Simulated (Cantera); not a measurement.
Input: 1 mol Si, 8.4 mol HCl, 0.93 mol H2, held at 1275 K and 1000 Pa.

Cantera equilibrium calculation (NASA polynomials, part measured and part estimated; ideal gas, pure solids and liquids). Candidate condensed phases: Si; 19 gas species. The tables' values for SiCl3 are old estimates; treat these amounts as uncertain. Kinetics and transport are ignored.

Base state: HCl 0.551, H2 0.330, SiCl4 0.0964, SiCl3 0.0112, SiCl2 0.00842, SiHCl3 0.00233 (mole fractions); condensed: gas only.

Problem. What changes in the equilibrium state with this change: H2 from 0.93 to 62 mol?

Solution. 
| species | before | after |
|---|---|---|
| H2 | 0.330 | 0.899 |
| HCl | 0.551 | 0.0869 |
| SiCl2 | 0.00842 | 0.0111 |
| SiCl4 | 0.0964 | 0.00117 |
| SiCl3 | 0.0112 | 0.00141 |
| SiHCl3 | 0.00233 | 0.000487 |
| SiH2Cl2 | 7.83e-6 | 2.82e-5 |

Problem. What changes in the equilibrium state with this change: temperature from 1275 K to 825 K?

Solution. 
```
species   before    after
-------  -------  -------
HCl        0.551    0.528
H2         0.330    0.352
SiCl4     0.0964    0.120
SiCl3     0.0112  1.88e-6
SiCl2    0.00842  2.60e-9
SiHCl3   0.00233  9.87e-5
```
